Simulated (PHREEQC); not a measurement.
A solution holds 0.099 mol/kgw LiBr, at 25 °C. Closed to the air; pH follows from the charge balance.

Computed with PHREEQC (ion-association model, phreeqc.dat).

Each row changes one thing in this solution. Precipitation was switched off in this run.

```json
[
 {"case": "as made", "pH": "6.98", "ionic strength (mol/kgw)": "0.0990"},
 {"case": "LiBr from 0.099 to 0.198 mol/kgw", "pH": "6.97", "ionic strength (mol/kgw)": "0.198"},
 {"case": "0.0037 mol/kgw Na2CO3 added", "pH": "10.68", "ionic strength (mol/kgw)": "0.109"},
 {"case": "LiBr from 0.099 to 0.0495 mol/kgw", "pH": "6.99", "ionic strength (mol/kgw)": "0.0495"},
 {"case": "temperature from 25 to 10 °C", "pH": "7.25", "ionic strength (mol/kgw)": "0.0990"},
 {"case": "0.0017 mol/kgw Ba(OH)2 added", "pH": "11.41", "ionic strength (mol/kgw)": "0.104"}
]
```

Away from 25 °C the constants follow the database's enthalpies or fits; those with neither stay at their 25 °C values.
